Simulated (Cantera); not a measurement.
Charge: 1 mol PbO, 4.8 mol CO, 0.69 mol N2, 0.035 mol O2, held at 0.620 bar.

Cantera equilibrium calculation (NASA polynomials, part measured and part estimated; ideal gas, pure solids and liquids). Candidate condensed phases: C, Pb, PbO, PbO2, Pb3O4; 27 gas species. The numbers say what is thermodynamically allowed, not how fast it happens.

At 777 °C, list the 4 most abundant gas species with their mole fractions, and the condensed phases.

CO 0.679, CO2 0.195, N2 0.126, Pb 7.50e-5. Condensed: Pb(l).
